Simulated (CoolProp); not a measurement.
Vapour-liquid equilibrium of diethyl ether (1) + n-hexane (2) at 420.7 K; x and y are mole fractions of (1).

Values from CoolProp's multi-fluid Helmholtz-energy mixture model, Thol 2014 and Thol 2019; pair parameters Bell 2016.

Problem. Give the bubble pressure and the first vapour's composition at x = 0.35, 0.8, 0.95. Is there an azeotrope?

Solution. x = 0.35: 1077 kPa, y = 0.507; x = 0.8: 1505 kPa, y = 0.870; x = 0.95: 1655 kPa, y = 0.969. No azeotrope shows between x = 0.05 and 0.95.

The pair parameters rest on a limited set of measurements; away from them the model extrapolates.
